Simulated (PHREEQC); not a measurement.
Make-up at 25 °C: 0.0112 mol KOH and 0.00026 mol CO2 per kg of water. Closed to the air; pH follows from the charge balance.

The numbers come from PHREEQC with the ion-association model, phreeqc.dat.

```yaml
pH: 11.97
ionic_strength: 0.0115 mol/kgw
specific_conductance: 2760 µS/cm
total_alkalinity: 11.2 meq/kg
```

| species | molality | activity | log γ |
|---|---|---|---|
| K+ | 0.0112 | 0.0100 | -0.048 |
| OH- | 0.0107 | 0.00955 | -0.049 |
| CO3-2 | 0.000256 | 0.000168 | -0.184 |
| HCO3- | 4.21e-6 | 3.79e-6 | -0.046 |

Precipitation was switched off in this run.
